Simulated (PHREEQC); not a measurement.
Solution (25 °C): 0.0052 mol/kgw NH4HS, 0.001 mol/kgw NaHCO3 and 0.00079 mol/kgw FeCl2. Closed to the air; pH follows from the charge balance.

Computed with PHREEQC (ion-association model, phreeqc.dat).

Precipitation was switched off in this run.

Q: Predict the pH.

A: pH 8.01.

Q: In which forms is Fe present?

A: Fe(HS)2 74 %, Fe(HS)3- 26 % of the Fe.

Examples of supersaturated solids here: Mackinawite, FeS(ppt). Others may be too.
